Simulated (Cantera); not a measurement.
**H2S + H2O + N2 (abatement and gas-phase synthesis)**

Charge: 1 mol H2S, 0.47 mol H2O, 0.55 mol N2, held at 0.270 Torr.

Method: chemical equilibrium by Gibbs-energy minimisation in Cantera with the NASA 1993 tables (ideal gas, pure condensed phases). Candidate condensed phases: H2O, H2SO4, S; 35 gas species. Rates play no part.

From 1675 K to 2575 K nothing is condensed.

```csv
T (K),x H,x H2,x N2,x S,x S2,x H2O,x SO,x O,x SO2,x SH
1675,0.00399,0.424,0.215,0.00546,0.170,0.138,0.0139,4.74e-7,0.0158,0.00811
1775,0.0100,0.433,0.211,0.0126,0.157,0.118,0.0243,3.08e-6,0.0189,0.0106
1875,0.0228,0.434,0.207,0.0260,0.138,0.0979,0.0377,1.59e-5,0.0202,0.0130
1975,0.0469,0.424,0.200,0.0479,0.114,0.0784,0.0524,6.75e-5,0.0196,0.0148
2075,0.0883,0.396,0.191,0.0783,0.0845,0.0606,0.0656,0.000247,0.0175,0.0154
2175,0.152,0.349,0.179,0.112,0.0546,0.0453,0.0746,0.000809,0.0148,0.0141
2275,0.238,0.284,0.166,0.141,0.0297,0.0327,0.0778,0.00246,0.0121,0.0112
2375,0.340,0.209,0.152,0.157,0.0140,0.0220,0.0749,0.00697,0.00956,0.00777
2475,0.437,0.136,0.140,0.164,0.00625,0.0127,0.0658,0.0175,0.00672,0.00487
2575,0.510,0.0782,0.129,0.171,0.00298,0.00567,0.0507,0.0353,0.00366,0.00293
```
x: gas mole fraction; nothing condenses.
